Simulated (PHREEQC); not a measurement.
A PHREEQC speciation (ion-association model, phreeqc.dat) at 25 °C gives pH 1.35 and these molalities:

```tsv
species	mol/kgw
H+	0.0541
HSO4-	0.0417
AlSO4+	0.0221
SO4-2	0.0216
Al(SO4)2-	0.00522
Al+3	0.00445
AlHSO4+2	0.000189
```

Question: What are the element totals, and what could have been dissolved in 1 kg of water to give them?

Answer: Several could match; the one computed here: totals Al 0.0320, S(6) 0.0960 mol/kgw, from 0.048 mol H2SO4 and 0.016 mol Al2(SO4)3 per kg of water.

Precipitation was switched off in this run.
